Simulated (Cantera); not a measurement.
Charge: 1 mol BF₃, 2 mol O₂, 4.7 mol H₂, at 873 K and 7.80 mbar.

Method: chemical equilibrium by Gibbs-energy minimisation in Cantera with the NASA 1993 tables (ideal gas, pure condensed phases). Candidate condensed phases: B, B₂O₃, B₃O₃H₃, H₂O; 43 gas species. Gases not in the tables: H₃BO₃. Equilibrium is a limit: real reactors are often held back by kinetics, nucleation or transport.

Base state: H₂O 0.563, HF 0.221, H₂ 0.118, BF₃ 0.0883, B₃O₃F₃ 0.00739, (HBO₂)₃ 0.00213, BOF 2.01e-5, HBO₂ 1.03e-5 (mole fractions); condensed: B₂O₃(l).

Problem. What changes in the equilibrium state with this change: 0.0058 mol Cl₂ added?

Solution. 
```
species        before    after
------------  -------  -------
H₂O             0.563    0.563
HF              0.221    0.220
H₂              0.118    0.117
HCl                 0  0.00196
BF₃            0.0883   0.0882
(HBO₂)₃       0.00213  0.00213
B₃O₃F₃        0.00739  0.00738
HBO₂          1.03e-5  1.03e-5
BOF           2.01e-5  2.01e-5
B₂O₃(l), mol    0.155    0.155
```
